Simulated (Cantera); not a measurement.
Hydrocarbon pyrolysis for carbon deposition

A perfectly stirred reactor is fed with C2H6 : N2 = 1 : 3.8 (molar parts), at 0.132 atm; it is held at 1473 K, and followed from long to short residence time.

Detailed kinetics in Cantera: GRI-Mech 3.0 (53 species, 325 reactions). GRI-Mech 3.0 stops at C3 and has no aromatics, soot or wall deposition, so with more carbon than oxygen in the feed, carbon stays in small species such as C2H2 where larger ones or solid carbon would form.

| τ (s) | x C2H6 | x CH4 | x CH2 | x C2H4 | x C2H |
|---|---|---|---|---|---|
| 11 | 4.28e-5 | 0.0290 | 6.16e-9 | 0.00206 | 2.49e-8 |
| 4.0 | 9.44e-5 | 0.0327 | 1.17e-8 | 0.00240 | 3.20e-8 |
| 1.4 | 0.000212 | 0.0368 | 2.30e-8 | 0.00319 | 4.19e-8 |
| 0.50 | 0.000476 | 0.0419 | 4.45e-8 | 0.00488 | 5.38e-8 |
| 0.17 | 0.00113 | 0.0487 | 8.77e-8 | 0.00874 | 6.74e-8 |
| 0.061 | 0.00264 | 0.0559 | 1.65e-7 | 0.0163 | 7.98e-8 |
| 0.022 | 0.00629 | 0.0622 | 3.06e-7 | 0.0300 | 8.76e-8 |
| 0.0076 | 0.0159 | 0.0643 | 5.77e-7 | 0.0512 | 8.34e-8 |
| 0.0027 | 0.0389 | 0.0563 | 1.01e-6 | 0.0697 | 6.12e-8 |
x: mole fraction; the columns are a selection and need not sum to one.
